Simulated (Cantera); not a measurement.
Input: 1 mol TiO2, a varied amount of HCl, 0.83 mol H2, at 1398 K and 6.90e-5 bar.

Method: chemical equilibrium by Gibbs-energy minimisation in Cantera with the NASA 1993 tables (ideal gas, pure condensed phases). Candidate condensed phases: H2O, Ti, TiCl2, TiCl3, TiCl4, TiO, TiO2, Ti2O3, Ti3O5, Ti4O7; 23 gas species. Mutual solubility and eutectic melting of coexisting phases are not modelled. Condensed phases not in the tables: Magnéli phases beyond Ti4O7. Equilibrium is a limit: real reactors are often held back by kinetics, nucleation or transport.

Task: At 5.6 mol HCl, list the 5 most abundant gas species with their mole fractions, and the condensed phases.

Result: HCl 0.869, H2 0.129, Cl 0.00114, H2O 0.000928, H 0.000204. Condensed: TiO2(rutile) + Ti4O7(s).
